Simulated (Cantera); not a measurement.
A Cantera script and what it prints.

```python
import numpy as np
import cantera as ct

gas_names = """
    AL ALCL ALCL2 ALCL3 ALH ALN ALO ALOCL ALOH ALO2 ALO2H AL2 AL2CL6 AL2O AL2O2 CL CLO CL2 H HALO HCL
    HNO HNO2 HNO3 HOCL HO2 H2 H2O H2O2 N NH NH2 NH3 NH2OH NO NO2 NO3 N2 N2H2 N2H4 N2O O OH O2 O3
""".split()
cond_names = """
    AL(cr) AL(L) ALCL3(s) ALCL3(L) ALN(s) AL2O3(a) AL2O3(L) H2O(s) H2O(L) NH4CL(a) NH4CL(b)
""".split()


def load(file, names, dense=False):
    # The tables refer to 1 bar. Condensed volumes are neglected.
    table = {s.name: s for s in ct.Species.list_from_file(file)}
    out = []
    for n in names:
        d = dict(table[n].input_data)
        d["thermo"] = dict(d["thermo"], **{"reference-pressure": 1e5})
        if dense:
            d["equation-of-state"] = {"model": "constant-volume", "density": "1e6 g/cm^3"}
        out.append(ct.Species.from_dict(d))
    return out


gas = ct.Solution(thermo="ideal-gas", species=load("nasa_gas.yaml", gas_names))
cond = {s.name: ct.Solution(thermo="fixed-stoichiometry", species=[s], name=s.name)
        for s in load("nasa_condensed.yaml", cond_names, dense=True)}
atoms = {
    'Al': {'AL': 1},
    'HCl': {'H': 1, 'CL': 1},
    'N2': {'N': 2},
    'H2O': {'H': 2, 'O': 1},
}
top_T = {'ALN(s)': 2750}  # K; cautious upper limits of use, not melting points


def equilibrate(T, P, feed):
    n = {}
    for name, mol in feed.items():
        for a, k in atoms[name].items():
            n[a] = n.get(a, 0.0) + k * mol
    gas.TPX = T, P, n
    mass = sum(n.values()) * gas.mean_molecular_weight
    gas.equilibrate("TP")
    valid = [c for c in cond.values() if c.min_temp <= T <= top_T.get(c.name, c.max_temp)]
    mix = ct.Mixture([(gas, mass / gas.mean_molecular_weight)] + [(c, 0.0) for c in valid])
    mix.T, mix.P = T, P
    mix.equilibrate("TP", solver="vcs", rtol=1e-11, max_steps=5000)
    return mix


results = []
feed = {'Al': 1, 'HCl': 3.6, 'N2': 2.6, 'H2O': 0.64}  # mol
T = 1348  # K
P = 133.322  # Pa
mix = equilibrate(T, P, feed)
results.append((T, P, feed, dict(zip(mix.species_names, mix.species_moles))))
print(gas.report(threshold=0.001))
for i in range(1, mix.n_phases):
    print(f"{mix.phase(i).name:16s} {mix.phase_moles(i):12.5e} mol")
```

Output:

```
       temperature   1348 K
          pressure   133.32 Pa
           density   0.00040047 kg/m^3
  mean mol. weight   33.666 kg/kmol
   phase of matter   gas

                          1 kg             1 kmol
                     ---------------   ---------------
          enthalpy       -1.1943e+06       -4.0206e+07  J
   internal energy       -1.5272e+06       -5.1414e+07  J
           entropy              9059        3.0498e+05  J/K
    Gibbs function       -1.3406e+07       -4.5132e+08  J
 heat capacity c_p            1116.4             37584  J/K
 heat capacity c_v            869.41             29269  J/K

                      mass frac. Y      mole frac. X     chem. pot. / RT
                     ---------------   ---------------   ---------------
             ALCL2         0.0038741         0.0013325           -77.904
             ALCL3           0.33966          0.085764           -105.89
               HCL           0.31242           0.28849           -41.187
                H2          0.013635           0.22769           -26.397
                N2           0.32981           0.39635           -33.235
     [  +40 minor]        0.00060186        0.00037028

AL(L)             0.00000e+00 mol
ALCL3(L)          0.00000e+00 mol
ALN(s)            0.00000e+00 mol
AL2O3(a)          2.13326e-01 mol
```

Equilibrium computed with Cantera from the NASA thermochemical tables; the gas is ideal and each condensed phase is pure. The tables' values for AlCl2 are old estimates; treat these amounts as uncertain.
